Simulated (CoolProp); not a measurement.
Dimethyl carbonate along the isotherm 339.4 K: density (kg/m³) from the reference equation and from simpler models built on Tc = 557.0 K, pc = 4909 kPa, ω = 0.346; each cubic takes its own stable root.

Computed with CoolProp (reference Helmholtz-energy equation of state, Zhou 2011).

| p (kPa) | phase | reference | van der Waals | Redlich-Kwong |
|---|---|---|---|---|
| 1640 | liquid | 1010 | 588.5 | 863.3 |
| 3270 | liquid | 1012 | 593.2 | 866.9 |
| 4910 | liquid | 1014 | 597.6 | 870.4 |
| 6550 | liquid | 1016 | 601.7 | 873.7 |
| 8180 | liquid | 1017 | 605.4 | 876.8 |
| 9820 | liquid | 1019 | 608.9 | 879.9 |
| 11500 | liquid | 1021 | 612.2 | 882.9 |
| 13100 | liquid | 1023 | 615.2 | 885.7 |
| 14700 | liquid | 1025 | 618.1 | 888.4 |
| 16400 | liquid | 1027 | 620.9 | 891.1 |
| 18000 | liquid | 1028 | 623.5 | 893.6 |
| 19600 | liquid | 1030 | 625.9 | 896.0 |
| 21300 | liquid | 1032 | 628.4 | 898.5 |
| 22900 | liquid | 1033 | 630.6 | 900.8 |
| 24500 | liquid | 1035 | 632.7 | 903.0 |
